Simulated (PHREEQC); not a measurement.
1 kg of water holding 0.34 mol/kgw NaCl, 5.6e-05 mol/kgw CaSO4, 0.0093 mol/kgw KCl, 0.0056 mol/kgw NaBr and 0.14 mol/kgw MgBr2 is evaporated at 20 °C; the solids stay in contact with the brine. The system is closed to CO2. Solids allowed: Arcanite, Bischofite, Bloedite, Brucite, Carnallite, Epsomite, Glaserite, Glauberite, Gypsum, Anhydrite, Halite, Hexahydrite, Kainite, Kieserite, Leonite, Mirabilite, Misenite, Polyhalite, Portlandite, Schoenite, Sylvite, Syngenite, Thenardite, MgCl2_4H2O. Others were left out.

The series has 14 steps of water left (kg), from 1 to 0.07809.

Computed with PHREEQC (Pitzer model, pitzer.dat).

Which solids form, in which order, and at which step of the series does each first stand?

Halite from water left = 0.07809 kg.
